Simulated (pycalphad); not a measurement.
Computed with pycalphad from the COST 507 light-alloy database (1999), at 1 atm. No gas phase is included, though pure Al would boil below 2850 K. The database dates from 1999; later assessments differ in places, in temperatures and in the compounds included. The system is extrapolated from its subsystems; higher-order compounds may be missing. Kinetics are ignored, which matters at the lower temperatures.

Molar enthalpy of Ti-2.387Al-0.1411C (wt.%) in equilibrium (SER reference):

| T (K) | H (kJ/mol) | phases |
|---|---|---|
| 2850 | 106.78 | liquid |
| 2730 | 101.31 | liquid |
| 2610 | 95.84 | liquid |
| 2490 | 90.37 | liquid |
| 2370 | 84.90 | liquid |
| 2250 | 79.43 | liquid |
| 2130 | 73.96 | liquid |
| 2010 | 68.50 | liquid |
| 1970 | 66.67 | liquid |
| 1930 | 50.01 | bcc |
| 1890 | 48.53 | bcc |
| 1770 | 44.23 | bcc |
| 1650 | 40.12 | bcc |
| 1530 | 36.18 | bcc |
| 1410 | 32.39 | bcc + fcc |
| 1290 | 28.54 | bcc + fcc |
| 1170 | 20.65 | hcp + fcc |
| 1050 | 16.55 | hcp + fcc |
| 930 | 12.58 | hcp + fcc |
| 810 | 8.77 | hcp + fcc |
| 690 | 5.11 | hcp + fcc |
| 570 | 1.59 | hcp + fcc |

Cooling from 1970 K to 1930 K, across the freezing range, releases 16.7 kJ/mol, or 356 J/g. The slope is 46 J/(mol K) in the liquid and 37 J/(mol K) just below the solidus, where it includes any heat of precipitation. Liquidus 1953 K, solidus 1950 K. Changes were sought between steps of 40 K, so a narrower field can be missed.

The fcc model also describes the rock-salt carbide or nitride (TiC, TiN, HfC).
